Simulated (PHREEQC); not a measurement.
Make-up at 25 °C: 0.16 mol NaH2PO4 and 0.015 mol Na2B4O7 per kg of water. Closed to the air; pH follows from the charge balance.

All values are PHREEQC results (ion-association model with the Debye-Hückel limiting law, phreeqc.dat), not measurements.

### Question
The ionic strength comes out as 0.218 mol/kgw. What activity coefficients do HPO4-2, H2BO3-, NaHPO4-, Na+, H+ get?

### Answer
HPO4-2 0.11, H2BO3- 0.58, NaHPO4- 0.58, Na+ 0.58, H+ 0.58.

This is a speciation only: nothing precipitates in the calculation.
